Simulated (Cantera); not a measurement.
Input: 1 mol Si, 2.5 mol HCl, 8.7 mol H2, at 3.10 bar.

Cantera equilibrium calculation (NASA polynomials, part measured and part estimated; ideal gas, pure solids and liquids). Candidate condensed phases: Si; 19 gas species. Gases not in the tables: Si2H6 and higher silanes. The numbers say what is thermodynamically allowed, not how fast it happens.

Task: What share of the Si ends up in condensed phases as a function of T (°C), at 300, 400, 500, 600, 700, 800, 900, 1000, 1100, 1200, 1300, 1400, 1500?

Result: 
```csv
T (°C),Si condensed (%),as
300,26.6,Si(s)
400,26.8,Si(s)
500,27.0,Si(s)
600,27.5,Si(s)
700,28.5,Si(s)
800,30.3,Si(s)
900,33.0,Si(s)
1000,36.1,Si(s)
1100,38.6,Si(s)
1200,39.7,Si(s)
1300,39.3,Si(s)
1400,38.2,Si(s)
1500,40.2,Si(l)
```
